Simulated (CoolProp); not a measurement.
Aqueous sodium chloride as a coolant, 10 % by mass, freezing at -6.6 °C, 1 atm.

Computed with CoolProp (Melinder's fits for secondary coolants).

| T (°C) | conductivity (W/(m K)) | Prandtl number | cp (kJ/(kg K)) | density (kg/m³) |
|---|---|---|---|---|
| -4.7 | 0.548 | 16.2 | 3.679 | 1078 |
| 0.6 | 0.557 | 13.5 | 3.689 | 1077 |
| 5.8 | 0.565 | 11.4 | 3.699 | 1075 |
| 11.1 | 0.574 | 9.66 | 3.709 | 1074 |
| 16.4 | 0.583 | 8.31 | 3.717 | 1072 |
| 21.6 | 0.591 | 7.24 | 3.725 | 1070 |
| 26.9 | 0.600 | 6.37 | 3.732 | 1068 |
| 32.2 | 0.608 | 5.66 | 3.738 | 1066 |
